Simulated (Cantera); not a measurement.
A closed system holds: 1 mol SiHCl3, 0.4 mol HCl, 13 mol N2, equilibrated at 1450 °C and 1 atm.

Equilibrium computed with Cantera from the NASA thermochemical tables; the gas is ideal and each condensed phase is pure. Candidate condensed phases: NH4Cl, Si, Si3N4; 28 gas species. The tables' values for SiCl3 are old estimates; treat these amounts as uncertain. Equilibrium is a limit: real reactors are often held back by kinetics, nucleation or transport.

Base state: N2 0.861, HCl 0.0705, SiCl2 0.0298, SiCl3 0.0144, SiCl4 0.0130, H2 0.0112, SiHCl3 0.000426, Cl 9.34e-5 (mole fractions); condensed: Si3N4(s).

### Question
What changes in the equilibrium state with this change: SiHCl3 replaced by SiCl4?

### Answer
```tsv
species	before	after
N2	0.861	0.900
SiCl4	0.0130	0.0665
HCl	0.0705	0.0277
H2	0.0112	2.14e-6
SiCl2	0.0298	0.000188
SiCl3	0.0144	0.00258
Cl2	1.89e-7	0.000153
SiHCl3	0.000426	1.06e-6
H	1.92e-5	2.65e-7
Si3N4(s), mol	0.0451	0
```
